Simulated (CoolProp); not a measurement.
Saturated liquid density (kg/m³) of tetrahydrofuran: the reference equation beside estimates from Tc = 267.0 °C, pc = 5.304 MPa, ω = 0.234. Rackett uses Z = 0.29056 − 0.08775 ω.

Computed with CoolProp (reference Helmholtz-energy equation of state, Fiedler 2023).

```csv
T (°C),reference,Rackett,van der Waals,Redlich-Kwong,Peng-Robinson
-26.05,936.9,946.8,571.2,850.0,968.8
-4.25,913.7,924.4,559.0,830.1,950.5
17.45,890.2,901.3,546.2,808.8,930.6
39.25,866.1,877.2,532.6,785.8,908.6
61.05,841.4,852.1,518.1,761.0,884.4
82.85,815.8,825.9,502.8,734.2,857.6
104.65,789.1,798.3,486.3,705.2,827.7
126.45,761.0,768.9,468.6,673.5,794.2
148.25,731.1,737.4,449.2,638.7,756.2
170.05,698.5,703.0,427.7,600.1,712.6
191.75,662.4,664.7,403.7,556.8,662.0
213.55,620.0,620.2,375.6,506.4,601.0
```

Absolute difference from the reference over all 12 rows, mean and median: Rackett 0.9 and 1.1 %, van der Waals 38.7 and 38.6 %, Redlich-Kwong 11.6 and 10.3 %, Peng-Robinson 3.7 and 4.2 %.
